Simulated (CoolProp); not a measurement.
R114 along the isobar 190 bar: Z from the reference equation and from simpler models built on Tc = 420.6 K, pc = 33.52 bar, ω = 0.252; each cubic takes its own stable root.

Values from CoolProp's reference Helmholtz-energy equation of state, Platzer 1990. This equation is an older, rougher fit; its heat capacities, sound speeds and derivatives of the liquid may be far off and weren't checked against measurements.

```tsv
T (K)	phase	reference	van der Waals	Redlich-Kwong
372	liquid	0.7844	1.076	0.8045
386.2	liquid	0.7773	1.052	0.7957
400.5	liquid	0.7723	1.031	0.7888
414.7	liquid	0.7695	1.013	0.7839
428.9	supercritical	0.7688	0.9962	0.7809
443.1	supercritical	0.7703	0.9814	0.7796
457.3	supercritical	0.7739	0.9683	0.7799
471.6	supercritical	0.7796	0.9567	0.7817
485.8	supercritical	0.7874	0.9467	0.7850
500	supercritical	0.7971	0.9381	0.7896
```
